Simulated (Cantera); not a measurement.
Mixture: CH4 : O2 : N2 = 1 : 3.03 : 19.7 (molar parts), at 1.01 bar, adiabatic and at constant volume. Ignition delay is the time to a rise of 400 K.

Model: GRI-Mech 3.0 (53 species, 325 reactions), integrated in Cantera.

Q: What does this change do: 0.067 parts C2H6 added?

A: 
| quantity | before | after |
|---|---|---|
| delay at 1073 K | 0.419 s | 62.5 ms |
| delay at 1223 K | 43.0 ms | 9.68 ms |
| delay at 1373 K | 6.09 ms | 1.71 ms |
| delay at 1523 K | 1.20 ms | 0.361 ms |
| delay at 1673 K | 0.340 ms | 0.109 ms |
| apparent activation energy between 1598 and 1748 K | 170 kJ/mol | 160 kJ/mol |

Q: What does this change do: N2 19.7 to 34 parts?

A: 
| quantity | before | after |
|---|---|---|
| delay at 1073 K | 0.419 s | 0.734 s |
| delay at 1223 K | 43.0 ms | 76.2 ms |
| delay at 1373 K | 6.09 ms | 10.4 ms |
| delay at 1523 K | 1.20 ms | 1.92 ms |
| delay at 1673 K | 0.340 ms | 0.546 ms |
| apparent activation energy between 1598 and 1748 K | 170 kJ/mol | 160 kJ/mol |
